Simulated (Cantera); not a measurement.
Cantera run:

```python
import numpy as np
import cantera as ct

gas_names = """
    O3 NO O N CrO3
""".split()
cond_names = """
    Cr2N(s) Cr(cr) Cr(L)
""".split()


# ... load() reads the species with a 1 bar reference pressure and builds the phases ...
species = {s.name: s for s in load("nasa_gas.yaml", gas_names) + load("nasa_condensed.yaml", cond_names)}
# Each term lists the table entries of one substance; the one whose range holds T is used.
reactions = {
    '3 Cr2N + O3(g) = 3 NO(g) + 6 Cr':
        [(-3, ['Cr2N(s)']), (-1, ['O3']), (3, ['NO']), (6, ['Cr(cr)', 'Cr(L)'])],
    'Cr2N + 6 O(g) = N(g) + 2 CrO3(g)':
        [(-1, ['Cr2N(s)']), (-6, ['O']), (1, ['N']), (2, ['CrO3'])],
}


def pick(names, T):
    return next(species[n] for n in names if species[n].thermo.min_temp <= T <= species[n].thermo.max_temp)


results = []
for label, terms in reactions.items():
    print(label)
    print("     T/K   dH/kJ  dS/(J/K)   dG/kJ   log10 K")
    for T in [300, 398, 598, 798, 998, 1198, 1398, 1598]:
        used = [(nu, pick(names, T)) for nu, names in terms]
        dH = sum(nu * s.thermo.h(T) for nu, s in used) / 1e6
        dS = sum(nu * s.thermo.s(T) for nu, s in used) / 1e3
        dG = dH - T * dS / 1e3
        logK = -dG * 1e6 / (ct.gas_constant * T * np.log(10))
        results.append((label, T, dH, dS, dG, logK, [s.name for _, s in used]))
        print(f"{T:8g} {dH:8.1f} {dS:8.1f} {dG:8.1f} {logK:8.2f}")
```

Output:

```
3 Cr2N + O3(g) = 3 NO(g) + 6 Cr
     T/K   dH/kJ  dS/(J/K)   dG/kJ   log10 K
     300    508.6    340.1    406.5   -70.78
     398    507.1    335.9    373.4   -49.01
     598    501.8    325.3    307.3   -26.84
     798    495.5    316.2    243.2   -15.92
     998    488.6    308.5    180.7    -9.46
    1198    482.3    302.8    119.6    -5.22
    1398    477.4    298.9     59.5    -2.22
    1598    473.9    296.6     -0.0     0.00
Cr2N + 6 O(g) = N(g) + 2 CrO3(g)
     T/K   dH/kJ  dS/(J/K)   dG/kJ   log10 K
     300  -1482.7   -346.0  -1378.9   240.09
     398  -1488.5   -362.7  -1344.1   176.40
     598  -1497.7   -381.6  -1269.5   110.89
     798  -1505.3   -392.6  -1192.0    78.02
     998  -1512.7   -400.9  -1112.6    58.23
    1198  -1520.5   -408.0  -1031.7    44.98
    1398  -1529.0   -414.6   -949.4    35.47
    1598  -1538.3   -420.8   -865.9    28.30
```

Cantera with NASA thermochemical tables; ideal gases at 1 bar, condensed phases pure. Condensed species are held in their standard states even where they would react or evaporate.
